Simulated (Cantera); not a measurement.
**Transport properties of process gases**

Gas mixture: 32.5 % C₂H₄, 37.5 % C₂H₆, 4.69 % NH₃, 25.3 % N₂, at 7.00 bar, frozen composition.

Cantera's kinetic-theory transport with the Lennard-Jones parameters of GRI-Mech 3.0, ideal gas; thermal conductivity in the multicomponent form. Polar gases are described roughly by these parameters. The composition is frozen, though it would react at the higher temperatures.

```
T (K)  ρ (kg/m³)  cp (J/kg/K)  μ (µPa s)  λ (mW/m/K)     Pr  D (cm²/s) C₂H₂  D (cm²/s) NO  D (cm²/s) OH
-----  ---------  -----------  ---------  ----------  -----  --------------  ------------  ------------
400         5.95         1796       14.7        34.6  0.761          0.0325        0.0401        0.0616
550         4.33         2218       19.2        55.4  0.767          0.0582        0.0703         0.107
700         3.40         2572       23.2        77.4  0.770          0.0894         0.107         0.163
850         2.80         2847       26.8        99.0  0.771           0.125         0.148         0.226
1000        2.38         3096       30.2         121  0.772           0.166         0.195         0.297
1150        2.07         3289       33.3         142  0.772           0.211         0.247         0.376
1300        1.83         3450       36.3         162  0.772           0.260         0.303         0.461
1450        1.64         3584       39.1         181  0.771           0.312         0.364         0.553
```
D: mixture-averaged diffusion coefficient of that species in the mixture.
